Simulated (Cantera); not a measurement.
A perfectly stirred reactor is fed with 0.406 % CH₂O, 0.624 % O₂, 99.0 % N₂, equivalence ratio 0.65, at 1.01 bar; it is held at 1348 K, and followed from long to short residence time.

Cantera simulation using GRI-Mech 3.0 (53 species, 325 reactions); the numbers are that mechanism's predictions, not measurements.

x: mole fraction; the columns are a selection and need not sum to one.

| τ (s) | x CH₂O | x O₂ | x HCO | x C₂H | x CH₂ |
|---|---|---|---|---|---|
| 0.51 | 8.08e-7 | 0.00223 | 3.14e-9 | <1e-12 | <1e-12 |
| 0.24 | 1.18e-6 | 0.00226 | 6.62e-9 | <1e-12 | <1e-12 |
| 0.11 | 1.71e-6 | 0.00232 | 1.43e-8 | <1e-12 | <1e-12 |
| 0.053 | 2.39e-6 | 0.00240 | 2.90e-8 | <1e-12 | 2.59e-12 |
| 0.025 | 3.38e-6 | 0.00253 | 5.98e-8 | <1e-12 | 7.90e-12 |
| 0.012 | 4.88e-6 | 0.00271 | 1.20e-7 | <1e-12 | 2.03e-11 |
| 0.0056 | 7.55e-6 | [?] | 2.45e-7 | <1e-12 | 4.83e-11 |
| 0.0026 | 1.29e-5 | [?] | 5.04e-7 | <1e-12 | 1.07e-10 |
| 0.0012 | 2.49e-5 | [?] | 1.06e-6 | <1e-12 | 2.32e-10 |
| 0.00058 | 5.51e-5 | [?] | 2.17e-6 | <1e-12 | 4.77e-10 |
| 0.00027 | 0.00283 | [?] | 1.59e-6 | <1e-12 | 4.61e-11 |

Task: What belongs in the gaps?

Result: 
- 0.0056, x O₂: 0.00296
- 0.0026, x O₂: 0.00328
- 0.0012, x O₂: 0.00368
- 0.00058, x O₂: 0.00413
- 0.00027, x O₂: 0.00600
